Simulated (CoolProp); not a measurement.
A closed Brayton cycle with nitrogen: compressor inlet 318.15 K and 4 MPa, high pressure 12 MPa, turbine inlet 870 K, compressor efficiency 0.89, turbine efficiency 0.9, recuperator effectiveness 0.95 (on enthalpy, no pinch check). Each further row changes one setting.

The numbers come from the reference Helmholtz-energy equation of state, Span 2000 in CoolProp.

```
case                           thermal efficiency (%)  net work (kJ/kg)  compressor to turbine work  compressor exit (K)  turbine exit (K)
-----------------------------  ----------------------  ----------------  --------------------------  -------------------  ----------------
as stated                                        35.9              87.5                        0.62                451.6             671.0
turbine inlet 820 K                              32.6              74.3                        0.65                451.6             630.7
compressor inlet 328.15 K                        34.2              82.9                        0.64                465.6             671.0
high pressure 10.2 MPa                           37.7              81.5                        0.59                429.2             697.4
recuperator effectiveness 0.5                    25.0              87.5                        0.62                451.6             671.0
```
